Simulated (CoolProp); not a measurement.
Vapour pressure (bar) of R11: the reference equation beside estimates from Tc = 198.0 °C, pc = 44.08 bar, ω = 0.189. Clausius-Clapeyron is anchored at 13.15 °C with a constant enthalpy of vaporisation of 25.44 kJ/mol.

Values from CoolProp's reference Helmholtz-energy equation of state, Jacobsen 1992.

```json
[
 {"T (°C)": "-0.35", "reference": "0.3960", "Lee-Kesler": "0.3879", "Clausius-Clapeyron": "0.4043", "van der Waals": "3.109", "Redlich-Kwong": "0.6153", "Soave-Redlich-Kwong": "0.3912", "Peng-Robinson": "0.4026"},
 {"T (°C)": "13.15", "reference": "0.6861", "Lee-Kesler": "0.6761", "Clausius-Clapeyron": "0.6861", "van der Waals": "4.120", "Redlich-Kwong": "1.031", "Soave-Redlich-Kwong": "0.6794", "Peng-Robinson": "0.6921"},
 {"T (°C)": "26.75", "reference": "1.127", "Lee-Kesler": "1.117", "Clausius-Clapeyron": "1.114", "van der Waals": "5.344", "Redlich-Kwong": "1.637", "Soave-Redlich-Kwong": "1.119", "Peng-Robinson": "1.131"},
 {"T (°C)": "40.25", "reference": "1.758", "Lee-Kesler": "1.751", "Clausius-Clapeyron": "1.728", "van der Waals": "6.779", "Redlich-Kwong": "2.469", "Soave-Redlich-Kwong": "1.751", "Peng-Robinson": "1.757"},
 {"T (°C)": "53.85", "reference": "2.639", "Lee-Kesler": "2.637", "Clausius-Clapeyron": "2.594", "van der Waals": "8.461", "Redlich-Kwong": "3.587", "Soave-Redlich-Kwong": "2.636", "Peng-Robinson": "2.631"},
 {"T (°C)": "67.35", "reference": "3.812", "Lee-Kesler": "3.819", "Clausius-Clapeyron": "3.759", "van der Waals": "10.38", "Redlich-Kwong": "5.020", "Soave-Redlich-Kwong": "3.819", "Peng-Robinson": "3.796"},
 {"T (°C)": "80.95", "reference": "5.353", "Lee-Kesler": "5.369", "Clausius-Clapeyron": "5.308", "van der Waals": "12.58", "Redlich-Kwong": "6.836", "Soave-Redlich-Kwong": "5.377", "Peng-Robinson": "5.329"},
 {"T (°C)": "94.45", "reference": "7.302", "Lee-Kesler": "7.325", "Clausius-Clapeyron": "7.290", "van der Waals": "15.04", "Redlich-Kwong": "9.053", "Soave-Redlich-Kwong": "7.352", "Peng-Robinson": "7.272"},
 {"T (°C)": "108.05", "reference": "9.752", "Lee-Kesler": "9.777", "Clausius-Clapeyron": "9.810", "van der Waals": "17.81", "Redlich-Kwong": "11.75", "Soave-Redlich-Kwong": "9.839", "Peng-Robinson": "9.722"},
 {"T (°C)": "121.55", "reference": "12.74", "Lee-Kesler": "12.76", "Clausius-Clapeyron": "12.91", "van der Waals": "20.85", "Redlich-Kwong": "14.92", "Soave-Redlich-Kwong": "12.87", "Peng-Robinson": "12.72"},
 {"T (°C)": "135.05", "reference": "16.34", "Lee-Kesler": "16.35", "Clausius-Clapeyron": "16.68", "van der Waals": "24.20", "Redlich-Kwong": "18.63", "Soave-Redlich-Kwong": "16.54", "Peng-Robinson": "16.34"},
 {"T (°C)": "148.65", "reference": "20.68", "Lee-Kesler": "20.67", "Clausius-Clapeyron": "21.24", "van der Waals": "27.89", "Redlich-Kwong": "22.95", "Soave-Redlich-Kwong": "20.94", "Peng-Robinson": "20.72"},
 {"T (°C)": "162.15", "reference": "25.77", "Lee-Kesler": "25.76", "Clausius-Clapeyron": "26.60", "van der Waals": "31.88", "Redlich-Kwong": "27.85", "Soave-Redlich-Kwong": "26.09", "Peng-Robinson": "25.86"}
]
```

Absolute difference from the reference over all 13 rows, mean and median: Lee-Kesler 0.5 and 0.3 %, Clausius-Clapeyron 1.5 and 1.4 %, van der Waals 210.2 and 135.0 %, Redlich-Kwong 29.3 and 27.7 %, Soave-Redlich-Kwong 0.8 and 0.9 %, Peng-Robinson 0.4 and 0.3 %.
